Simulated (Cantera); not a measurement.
What does this Cantera script print?

```python
import numpy as np
import cantera as ct

gas_names = """
    B BH BH2 BH3 BN BO BO2 B2 B2O B2O2 B2O3 B3O3H3 H HBO HBO2 HNO HNO2 HNO3 HO2 H2 H2O H2O2 H3B3O6 N NH
    NH2 NH3 NH2OH NO NO2 NO3 N2 N2H2 N2H4 N2O O OH O2 O3
""".split()
cond_names = """
    B(b) B(L) BN(s) B2O3(L) B3O3H3(cr) H2O(s) H2O(L)
""".split()


# ... load() reads the species with a 1 bar reference pressure and builds the phases ...
atoms = {
    'B2O3': {'B': 2, 'O': 3},
    'NH3': {'N': 1, 'H': 3},
    'N2': {'N': 2},
}
top_T = {'BN(s)': 3200}  # K; cautious upper limits of use, not melting points


# ... equilibrate(T, P, feed) seeds the gas with the atoms and calls Mixture.equilibrate('TP', solver="vcs", rtol=1e-11, max_steps=5000) ...
results = []
feed = {'B2O3': 1, 'NH3': 0.6, 'N2': 0.64}  # mol
T = 1375  # K
P = 10000  # Pa
mix = equilibrate(T, P, feed)
results.append((T, P, feed, dict(zip(mix.species_names, mix.species_moles))))
print(gas.report(threshold=0.0001))
for i in range(1, mix.n_phases):
    print(f"{mix.phase(i).name:16s} {mix.phase_moles(i):12.5e} mol")
```

It prints:

```
       temperature   1375 K
          pressure   10000 Pa
           density   0.013423 kg/m^3
  mean mol. weight   15.346 kg/kmol
   phase of matter   gas

                          1 kg             1 kmol
                     ---------------   ---------------
          enthalpy        2.1096e+06        3.2374e+07  J
   internal energy        1.3646e+06        2.0942e+07  J
           entropy             15210        2.3342e+05  J/K
    Gibbs function       -1.8805e+07       -2.8858e+08  J
 heat capacity c_p            2161.8             33176  J/K
 heat capacity c_v              1620             24862  J/K

                      mass frac. Y      mole frac. X     chem. pot. / RT
                     ---------------   ---------------   ---------------
              HBO2         0.0025055        0.00087753           -91.995
                H2          0.064007           0.48723           -21.375
               H2O         0.0017461         0.0014874           -55.919
                N2           0.93156           0.51031           -28.724
     [  +35 minor]        0.00018624         9.054e-05

B(b)              0.00000e+00 mol
BN(s)             2.32117e-03 mol
B2O3(L)           9.97945e-01 mol
B3O3H3(cr)        0.00000e+00 mol
```

Equilibrium computed with Cantera from the NASA thermochemical tables; the gas is ideal and each condensed phase is pure. Mutual solubility and eutectic melting of coexisting phases are not modelled. Gases not in the tables: H3BO3.
